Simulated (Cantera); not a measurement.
# Premixed flame

A freely propagating, adiabatic, planar premixed flame of 31.6 % H2, 14.4 % O2, 54.0 % N2, unburnt at 500 K and 0.660 bar; mixture-averaged transport, grid criteria slope 0.08 and curve 0.16, no radiation.

Computed with Cantera and the H2/O2 subset of GRI-Mech 3.0, which has no nitrogen chemistry. Burning velocities carry a grid error of a few per cent, more on coarse grids.

| z (mm) | T (K) | u (m/s) | x H2 | x O2 | x H2O | x H2O2 | x H | x OH |
|---|---|---|---|---|---|---|---|---|
| -2.28 | 500 | 5.61 | 0.316 | 0.144 | <1e-8 | <1e-8 | <1e-8 | <1e-8 |
| -1.52 | 500 | 5.61 | 0.316 | 0.144 | <1e-8 | <1e-8 | <1e-8 | <1e-8 |
| -1.14 | 500 | 5.61 | 0.316 | 0.144 | <1e-8 | <1e-8 | <1e-8 | <1e-8 |
| -0.759 | 500 | 5.61 | 0.316 | 0.144 | 1.39e-8 | <1e-8 | <1e-8 | <1e-8 |
| -0.379 | 506 | 5.66 | 0.314 | 0.144 | 0.000178 | 1.87e-6 | 3.28e-5 | 1.27e-5 |
| -0.190 | 705 | 7.71 | 0.284 | 0.140 | 0.0156 | 2.26e-5 | 0.00484 | 0.000798 |
| 0 | 1179 | 12.4 | 0.172 | 0.0999 | 0.106 | 3.58e-6 | 0.0417 | 0.00324 |
| 0.190 | 1505 | 15.7 | 0.0755 | 0.0390 | 0.214 | 2.42e-6 | 0.0690 | 0.00940 |
| 0.379 | 1651 | 17.1 | 0.0593 | 0.0246 | 0.240 | 1.49e-6 | 0.0654 | 0.0126 |
| 0.759 | 1804 | 18.4 | 0.0586 | 0.0201 | 0.250 | 7.95e-7 | 0.0528 | 0.0151 |
| 1.52 | 1967 | 19.9 | 0.0580 | 0.0165 | 0.262 | 4.18e-7 | 0.0393 | 0.0166 |
| 3.04 | 2124 | 21.2 | 0.0552 | 0.0128 | 0.275 | 2.44e-7 | 0.0274 | 0.0169 |
| 6.07 | 2264 | 22.4 | 0.0508 | 0.00923 | 0.289 | 1.65e-7 | 0.0180 | 0.0157 |
x: mole fraction of selected species; z is measured from the peak of heat release.

| Item | Result |
|---|---|
| laminar burning velocity | 561 cm/s |
| thermal thickness | 0.759 mm |
| peak x(H2O2) | 2.30e-5 |
| peak x(H) | 0.0694 |
| peak x(OH) | 0.0170 |
| grid points | 130 |
